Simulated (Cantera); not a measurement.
An adiabatic, constant-volume homogeneous reactor starts with H2 : O2 : N2 : H2O = 1 : 0.943 : 3.55 : 0.18 (molar parts), at 1748 K and 0.680 bar.

Detailed kinetics in Cantera: the H2/O2 subset of GRI-Mech 3.0, which has no nitrogen chemistry.

### Question
Predict: time of steepest temperature rise; temperature at 0.300 s; equilibrium temperature; x(H2) at 0.300 s; x(O2) at 0.300 s; x(H2O) at 0.300 s; x(OH) at 0.300 s; x(H) at 0.300 s; x(H2O2) at 0.300 s.

### Answer
```json
{
 "time_of_steepest_temperature_rise": "10.6 µs",
 "temperature at 0.300 s": "2764 K",
 "equilibrium_temperature": "2764 K",
 "x(H2) at 0.300 s": "0.0129 (gas-phase equilibrium 0.0129)",
 "x(O2) at 0.300 s": "0.0771 (gas-phase equilibrium 0.0771)",
 "x(H2O) at 0.300 s": "0.189 (gas-phase equilibrium 0.189)",
 "x(OH) at 0.300 s": "0.0326 (gas-phase equilibrium 0.0326)",
 "x(H) at 0.300 s": "0.00819 (gas-phase equilibrium 0.00819)",
 "x(H2O2) at 0.300 s": "6.20e-7 (gas-phase equilibrium 6.20e-7)"
}
```
